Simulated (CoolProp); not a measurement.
Properties of ethanol at several states (Tc = 241.6 °C, pc = 62.68 bar, ω = 0.644).

Computed with CoolProp (reference Helmholtz-energy equation of state, Schroeder 2014).

```tsv
T (°C)	p (bar)	phase	speed of sound (m/s)	expansivity (1/kK)
-13.55	0.639	liquid	1279	1.036
212.15	59.5	liquid	450.9	5.085
-93.95	8.12	liquid	1615	1.068
149.15	1.85	gas	286.1	2.659
```
